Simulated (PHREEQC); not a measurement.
Solution (25 °C): 2.8 mmol/kgw HNO3, 170 mmol/kgw NaCl and 3.6 mmol/kgw KCl. Closed to the air; pH follows from the charge balance.

Computed with PHREEQC (ion-association model, wateq4f.dat).

This is a speciation only: nothing precipitates in the calculation.

Question: Predict the pH, activity of water.

Answer: pH 2.65; activity of water 0.994.
